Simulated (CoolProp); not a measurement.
100 sccm (0 °C, 1 atm) of nitrogen bubbles through liquid toluene at 333.8 K and leaves saturated at a total pressure of 0.15 MPa (ideal gas phase). Each further row changes one setting.

Values from CoolProp's reference Helmholtz-energy equation of state, Lemmon 2006. It is a short technical equation, of lower accuracy than the large ones.

```csv
case,vapour pressure (kPa),mole fraction of vapour,delivery (mg/min),delivery (sccm),change of delivery for a bath 1 K warmer (%)
as stated,19.0,0.127,59.7,14.5,4.6
bath temperature 338.8 K,23.1,0.154,74.8,18.2,4.6
total pressure 0.3 MPa,19.0,0.0634,27.8,6.77,4.3
```
